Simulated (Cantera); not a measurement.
An isothermal, constant-pressure homogeneous reactor starts with H2 : O2 : N2 = 0.01 : 1 : 0.97 (molar parts), at 1175 K and 0.00730 bar.

Cantera simulation using GRI-Mech 3.0 (53 species, 325 reactions); the numbers are that mechanism's predictions, not measurements. Radical loss at walls, strong at low pressure, is not modelled.

Question: Predict: x(H2) at 30.0 s; x(O2) at 30.0 s; x(H2O) at 30.0 s; x(NO) at 30.0 s; x(O) at 30.0 s; x(OH) at 30.0 s.

Answer: 
| Quantity | Result |
|---|---|
| x(H2) at 30.0 s | 8.70e-8 (gas-phase equilibrium 6.28e-10) |
| x(O2) at 30.0 s | 0.504 (gas-phase equilibrium 0.504) |
| x(H2O) at 30.0 s | 0.00505 (gas-phase equilibrium 0.00506) |
| x(NO) at 30.0 s | 3.00e-8 (gas-phase equilibrium 0.000198) |
| x(O) at 30.0 s | 1.67e-5 (gas-phase equilibrium 1.22e-7) |
| x(OH) at 30.0 s | 2.38e-5 (gas-phase equilibrium 2.03e-6) |
